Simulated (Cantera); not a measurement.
Input: 1 mol Si, 6.1 mol F2, 69 mol N2, at 29.0 mbar.

Equilibrium computed with Cantera from the NASA thermochemical tables; the gas is ideal and each condensed phase is pure. Candidate condensed phases: Si, Si3N4; 16 gas species. Rates play no part.

x: gas mole fraction; nothing condenses.

```json
[
 {"T (K)": "775", "x N2": "0.932", "x F": "0.00654", "x F2": "0.0397", "x SiF4": "0.0136", "x NF3": "?", "x NF2": "8.01e-8"},
 {"T (K)": "800", "x N2": "0.929", "x F": "0.0101", "x F2": "0.0428", "x SiF4": "0.0135", "x NF3": "?", "x NF2": "1.02e-7"},
 {"T (K)": "825", "x N2": "0.926", "x F": "0.0148", "x F2": "0.0435", "x SiF4": "0.0134", "x NF3": "?", "x NF2": "1.21e-7"},
 {"T (K)": "850", "x N2": "0.922", "x F": "0.0207", "x F2": "0.0422", "x SiF4": "0.0134", "x NF3": "?", "x NF2": "1.36e-7"},
 {"T (K)": "875", "x N2": "0.919", "x F": "0.0279", "x F2": "0.0394", "x SiF4": "0.0133", "x NF3": "?", "x NF2": "1.45e-7"},
 {"T (K)": "900", "x N2": "0.914", "x F": "0.0362", "x F2": "0.0356", "x SiF4": "0.0133", "x NF3": "?", "x NF2": "1.49e-7"},
 {"T (K)": "925", "x N2": "0.910", "x F": "0.0455", "x F2": "0.0310", "x SiF4": "0.0132", "x NF3": "?", "x NF2": "1.47e-7"},
 {"T (K)": "950", "x N2": "0.906", "x F": "0.0552", "x F2": "0.0260", "x SiF4": "0.0131", "x NF3": "?", "x NF2": "1.38e-7"},
 {"T (K)": "975", "x N2": "0.901", "x F": "0.0648", "x F2": "0.0210", "x SiF4": "0.0131", "x NF3": "?", "x NF2": "1.25e-7"},
 {"T (K)": "1000", "x N2": "0.897", "x F": "0.0737", "x F2": "0.0164", "x SiF4": "0.0130", "x NF3": "?", "x NF2": "1.08e-7"}
]
```

### Question
Complete the blanks.

### Answer

- 775, x NF3: 0.00845
- 800, x NF3: 0.00501
- 825, x NF3: 0.00283
- 850, x NF3: 0.00154
- 875, x NF3: 0.000823
- 900, x NF3: 0.000429
- 925, x NF3: 0.000218
- 950, x NF3: 0.000107
- 975, x NF3: 5.10e-5
- 1000, x NF3: 2.35e-5
